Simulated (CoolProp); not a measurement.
The fluid at 330.02 K and 3.65 MPa is throttled through a valve to 1.95 MPa with no heat exchange. The same conditions are run with several fluids, on thermodynamics alone (safety and materials aside).

Model: reference Helmholtz-energy equation of state of each fluid (R113: Marx 1992; n-pentane: Thol 2019; chlorine: Thol 2021; dodecamethylcyclohexasiloxane (D6): Colonna 2008; tetradecamethylhexasiloxane (MD4M): Thol 2019), in CoolProp.

| fluid | temperature change (K) | final density (kg/m³) |
|---|---|---|
| R113 | ? | 1490 |
| n-pentane | ? | ? |
| chlorine | ? | ? |
| dodecamethylcyclohexasiloxane (D6) | +0.7 | 938 |
| tetradecamethylhexasiloxane (MD4M) | +0.7 | ? |

Question: Complete the blanks.

Answer: 
- R113, temperature change (K): +0.6
- n-pentane, temperature change (K): +0.5
- n-pentane, final density (kg/m³): 591
- chlorine, temperature change (K): +0.1
- chlorine, final density (kg/m³): 1290
- tetradecamethylhexasiloxane (MD4M), final density (kg/m³): 858
